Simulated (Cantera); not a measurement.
A closed system holds: 1 mol TiC, 0.021 mol H2, held at 2598.15 K and 1.00 bar.

These are equilibrium values from Cantera (NASA tables, ideal gas, pure condensed phases), not measurements of a reactor. Candidate condensed phases: C, C6H6, C7H8, C8H18, Ti, TiC; 77 gas species. TiC: taken at fixed stoichiometry. Rates play no part.

Base state: H2 0.962, H 0.0374, Ti 0.000101, C2H2 (acetylene) 4.48e-5 (mole fractions); condensed: TiC(s).

What changes in the equilibrium state with this change: 0.12 mol CO2 added?


| species | before | after |
|---|---|---|
| CO | 0 | 0.889 |
| H2 | 0.962 | 0.0977 |
| H | 0.0374 | 0.0119 |
| TiO | 0 | 0.000764 |
| CO2 | 0 | 0.000102 |
| H2O | 0 | 7.28e-5 |
| C2H2 (acetylene) | 4.48e-5 | 8.30e-7 |
| TiC(s), mol | 1.000 | 0.940 |
| TiO(l), mol | 0 | 0.0598 |
Mutual solubility and eutectic melting of coexisting phases are not modelled. TiC, TiO: taken at fixed stoichiometry. Condensed phases not in the tables: solid solutions among these carbides, nitrides and lower oxides. Further candidate phases: H2O, TiO, TiO2, Ti2O3, Ti3O5, Ti4O7.

What changes in the equilibrium state with this change: 0.00096 mol CO2 added?


```
species             before     after
----------------  --------  --------
H2                   0.962     0.899
CO                       0    0.0632
H                   0.0374    0.0361
Ti                0.000101  0.000889
TiO                      0  0.000764
H2O                      0  0.000179
C2H2 (acetylene)   4.48e-5   5.43e-7
TiC(s), mol          1.000     1.000
TiO(l), mol              0  0.000450
```
Mutual solubility and eutectic melting of coexisting phases are not modelled. TiC, TiO: taken at fixed stoichiometry. Condensed phases not in the tables: solid solutions among these carbides, nitrides and lower oxides. Further candidate phases: H2O, TiO, TiO2, Ti2O3, Ti3O5, Ti4O7.
